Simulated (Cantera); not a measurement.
Input: 1 mol B2O3, 7.4 mol NH3, 110 mol N2, equilibrated at 823.15 K and 143 Torr.

Equilibrium computed with Cantera from the NASA thermochemical tables; the gas is ideal and each condensed phase is pure. Candidate condensed phases: B, BN, B2O3, B3O3H3, H2O; 39 gas species. Rates play no part.

Base state: N2 0.911, H2 0.0884, H2O 0.000499, NH3 1.14e-5 (mole fractions); condensed: BN(s) + B2O3(l).

### Question
What changes in the equilibrium state with this change: NH3 from 7.4 to 24 mol?

### Answer
| species | before | after |
|---|---|---|
| N2 | 0.911 | 0.772 |
| H2 | 0.0884 | 0.227 |
| H2O | 0.000499 | 0.00121 |
| NH3 | 1.14e-5 | 4.29e-5 |
| BN(s), mol | 0.0415 | 0.128 |
| B2O3(l), mol | 0.979 | 0.936 |
Gases not in the tables: H3BO3.
